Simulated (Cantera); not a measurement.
Charge: 1 mol C2H5OH, 1.6 mol CO2, equilibrated at 1.00 Torr.

Cantera equilibrium calculation (NASA polynomials, part measured and part estimated; ideal gas, pure solids and liquids). Candidate condensed phases: C, C6H6, C7H8, C8H18, H2O; 110 gas species. The numbers say what is thermodynamically allowed, not how fast it happens. All values below are at 2423 K.

Base state: CO 0.460, H 0.232, H2 0.229, H2O 0.0472, CO2 0.0159, OH 0.00906, O 0.00614, O2 0.000523 (mole fractions); condensed: gas only.

Q: What changes in the equilibrium state with this change: 0.22 mol H2S added?

A: 
```tsv
species	before	after
CO	0.460	0.435
H2	0.229	0.239
H	0.232	0.237
S	0	0.0140
CO2	0.0159	0.0114
H2O	0.0472	0.0375
SO	0	0.00971
SO2	0	0.00175
```
Further candidate phases: H2SO4, S.
